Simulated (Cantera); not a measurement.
A diamond (100) surface in a fixed gas of H2 with x(CH4) = 0.0058, x(H) = 0.0012, at 1000 K, 18.0 Torr; coverages are run to steady state.

Computed with Cantera and the Harris–Goodwin 1993 mechanism for the reconstructed diamond (100) surface.

θ: site fractions in the mechanism's names (c6HH fully hydrogenated, c6H* and c6*H radical sites, c6** diradical, c6HM methylated).

```json
[
 {"x(CH3)": "1e-06", "growth (µm/h)": "?", "θ c6HH": "0.600", "θ c6H*": "0.0182", "θ c6*H": "0.373", "θ c6**": "0.00918", "θ c6HM": "0.000334"},
 {"x(CH3)": "2.3e-06", "growth (µm/h)": "?", "θ c6HH": "0.599", "θ c6H*": "0.0182", "θ c6*H": "0.372", "θ c6**": "0.00917", "θ c6HM": "0.000768"},
 {"x(CH3)": "5.1e-06", "growth (µm/h)": "?", "θ c6HH": "0.598", "θ c6H*": "0.0182", "θ c6*H": "0.372", "θ c6**": "0.00915", "θ c6HM": "0.00170"},
 {"x(CH3)": "1.2e-05", "growth (µm/h)": "?", "θ c6HH": "0.597", "θ c6H*": "0.0181", "θ c6*H": "0.371", "θ c6**": "0.00911", "θ c6HM": "0.00399"},
 {"x(CH3)": "2.6e-05", "growth (µm/h)": "?", "θ c6HH": "0.593", "θ c6H*": "0.0180", "θ c6*H": "0.368", "θ c6**": "0.00903", "θ c6HM": "0.00857"},
 {"x(CH3)": "6e-05", "growth (µm/h)": "?", "θ c6HH": "0.584", "θ c6H*": "0.0177", "θ c6*H": "0.363", "θ c6**": "0.00883", "θ c6HM": "0.0194"},
 {"x(CH3)": "0.00014", "growth (µm/h)": "?", "θ c6HH": "0.565", "θ c6H*": "0.0171", "θ c6*H": "0.350", "θ c6**": "0.00839", "θ c6HM": "0.0436"},
 {"x(CH3)": "0.00031", "growth (µm/h)": "?", "θ c6HH": "0.528", "θ c6H*": "0.0159", "θ c6*H": "0.326", "θ c6**": "0.00758", "θ c6HM": "0.0890"},
 {"x(CH3)": "0.00069", "growth (µm/h)": "?", "θ c6HH": "0.463", "θ c6H*": "0.0139", "θ c6*H": "0.284", "θ c6**": "0.00617", "θ c6HM": "0.169"}
]
```

Problem. Fill in the missing entries.

Solution. 
- 1e-06, growth (µm/h): 0.00941
- 2.3e-06, growth (µm/h): 0.0216
- 5.1e-06, growth (µm/h): 0.0479
- 1.2e-05, growth (µm/h): 0.112
- 2.6e-05, growth (µm/h): 0.241
- 6e-05, growth (µm/h): 0.547
- 0.00014, growth (µm/h): 1.23
- 0.00031, growth (µm/h): 2.51
- 0.00069, growth (µm/h): 4.76
